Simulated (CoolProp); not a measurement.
Values from CoolProp's reference Helmholtz-energy equation of state, Lemmon 2022.

Q: Give the vapour pressure (MPa), liquid density (kg/m³), vapour Z, liquid viscosity (µPa s) of saturated R1234yf at 254.9, 267.5, 273.9 K.

A: 
```
T (K)  p (MPa)  liquid density (kg/m³)  vapour Z  liquid viscosity (µPa s)
-----  -------  ----------------------  --------  ------------------------
254.9    0.162                    1230     0.937                       250
267.5    0.260                    1190     0.912                       213
273.9    0.324                    1170     0.898                       196
```

Viscosity comes from a separate model (Bell 2016), an estimate that may be off by 10 % or more.
